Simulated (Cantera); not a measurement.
Feed: 1 mol PbO, 0.55 mol CO, 12 mol H2, at 2425 K and 2.20 bar.

Method: chemical equilibrium by Gibbs-energy minimisation in Cantera with the NASA 1993 tables (ideal gas, pure condensed phases). Candidate condensed phases: C, C6H6, C7H8, C8H18, H2O, Pb, PbO, PbO2, Pb3O4; 113 gas species. Gases not in the tables: (PbO)n polymers. Kinetics and transport are ignored.

Base state: H2 0.803, Pb 0.0732, H2O 0.0725, CO 0.0398, H 0.0108, CO2 0.000600, OH 0.000185, PbO 0.000108 (mole fractions); condensed: gas only.

Question: What changes in the equilibrium state with this change: temperature from 2425 K to 1323.15 K?

Answer: 
```json
[
 {"species": "H2", "before": "0.803", "after": "0.877"},
 {"species": "H2O", "before": "0.0725", "after": "0.0777"},
 {"species": "CO", "before": "0.0398", "after": "0.0417"},
 {"species": "Pb", "before": "0.0732", "after": "0.00160"},
 {"species": "H", "before": "0.0108", "after": "1.00e-6"},
 {"species": "OH", "before": "0.000185", "after": "1.29e-9"},
 {"species": "CH4", "before": "6.88e-9", "after": "8.71e-5"},
 {"species": "PbO", "before": "0.000108", "after": "1.44e-8"},
 {"species": "Pb2", "before": "2.84e-5", "after": "1.85e-7"},
 {"species": "CO2", "before": "0.000600", "after": "0.00199"},
 {"species": "Pb(l), mol", "before": "0", "after": "0.980"}
]
```
